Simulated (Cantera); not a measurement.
A jet of CH4 : O2 : N2 = 0.047 : 0.063 : 0.79 (molar parts), equivalence ratio 1.5 at 300 K and 6900 Pa hits a platinum plate 6.9 cm away at a mass flux of 0.036 kg/m²/s; the plate temperature is set and raised in steps from an oxygen-covered start.

Computed with Cantera and Deutschmann's 1995 Pt surface mechanism with GRI-Mech 3.0 gas chemistry. Catalytic surfaces can have several steady states; this one follows from the mechanism file's or the stated starting coverage.

x: mole fraction at the wall; θ: surface coverage.

| plate T (K) | wall x CH4 | wall x O2 | wall x H2O | wall x OH | wall x CO | wall x CO2 | θ free Pt | θ H* | θ CO* | θ C* |
|---|---|---|---|---|---|---|---|---|---|---|
| 900 | 0.00870 | 0.00320 | 0.0757 | <1e-8 | 0.0453 | 0.000233 | 0.508 | 0.00104 | 0.273 | 0.217 |
| 950 | 0.00526 | 0.00203 | 0.0742 | <1e-8 | 0.0487 | 0.000404 | 0.663 | 0.00159 | 0.201 | 0.134 |
| 1000 | 0.00347 | 0.00142 | 0.0728 | <1e-8 | 0.0499 | 0.00124 | 0.819 | 0.00166 | 0.138 | 0.0406 |
| 1050 | [?] | 0.00122 | 0.0711 | <1e-8 | 0.0490 | [?] | 0.907 | 0.00154 | [?] | [?] |
| 1100 | 0.00265 | 0.00117 | 0.0689 | <1e-8 | 0.0470 | [?] | 0.952 | [?] | [?] | [?] |

Problem. Complete the blanks.

Solution. 
- 1050, wall x CH4: 0.00287
- 1050, wall x CO2: 0.00297
- 1050, θ CO*: 0.0791
- 1050, θ C*: 0.0125
- 1100, wall x CO2: 0.00560
- 1100, θ H*: 0.00139
- 1100, θ CO*: 0.0425
- 1100, θ C*: 0.00446
